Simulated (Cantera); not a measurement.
## Adiabatic ignition

An adiabatic, constant-volume homogeneous reactor starts with 30.0 % CO, 3.60 % H2, 14.0 % O2, 52.4 % N2, equivalence ratio 1.2, at 1000 K and 1.60 bar.

Model: GRI-Mech 3.0 (53 species, 325 reactions), integrated in Cantera.

```tsv
t (s)	T (K)	P (bar)	x CO	x H2	x O2	x N2O	x H2O2	x NO	x NO2
5.00e-6	1000	1.60	0.300	0.0360	0.140	<1e-12	<1e-12	<1e-12	<1e-12
1.06e-5	1000	1.60	0.300	0.0360	0.140	<1e-12	<1e-12	<1e-12	<1e-12
2.25e-5	1000	1.60	0.300	0.0360	0.140	<1e-12	<1e-12	<1e-12	<1e-12
4.78e-5	1000	1.60	0.300	0.0360	0.140	<1e-12	8.61e-12	<1e-12	<1e-12
0.000101	1000	1.60	0.300	0.0360	0.140	<1e-12	8.64e-11	<1e-12	<1e-12
0.000215	1000	1.60	0.300	0.0360	0.140	<1e-12	1.31e-9	<1e-12	<1e-12
0.000457	1000	1.60	0.300	0.0359	0.140	1.80e-11	4.21e-7	<1e-12	<1e-12
0.000971	2884	4.15	0.130	0.00276	0.0279	1.09e-6	1.52e-7	0.00492	2.30e-6
0.00206	2872	4.13	0.130	0.00280	0.0250	1.17e-6	1.42e-7	0.0118	5.23e-6
0.00437	2872	4.13	0.130	0.00280	0.0249	1.17e-6	1.42e-7	0.0120	5.34e-6
0.00928	2872	4.13	0.130	0.00280	0.0249	1.17e-6	1.42e-7	0.0120	5.34e-6
0.0197	2872	4.13	0.130	0.00280	0.0249	1.17e-6	1.42e-7	0.0120	5.34e-6
0.0418	2872	4.13	0.130	0.00280	0.0249	1.17e-6	1.42e-7	0.0120	5.34e-6
0.0888	2872	4.13	0.130	0.00280	0.0249	1.17e-6	1.42e-7	0.0120	5.34e-6
0.188	2872	4.13	0.130	0.00280	0.0249	1.17e-6	1.42e-7	0.0120	5.34e-6
0.400	2872	4.13	0.130	0.00280	0.0249	1.17e-6	1.42e-7	0.0120	5.34e-6
```
x: mole fraction; the columns are a selection and need not sum to one.

```json
{
 "time_of_steepest_temperature_rise": "0.741 ms",
 "temperature at 0.400 s": "2872 K",
 "equilibrium_temperature": "2872 K",
 "x(CO) at 0.400 s": "0.130 (gas-phase equilibrium 0.130)",
 "x(H2) at 0.400 s": "0.00280 (gas-phase equilibrium 0.00280)",
 "x(O2) at 0.400 s": "0.0249 (gas-phase equilibrium 0.0249)"
}
```
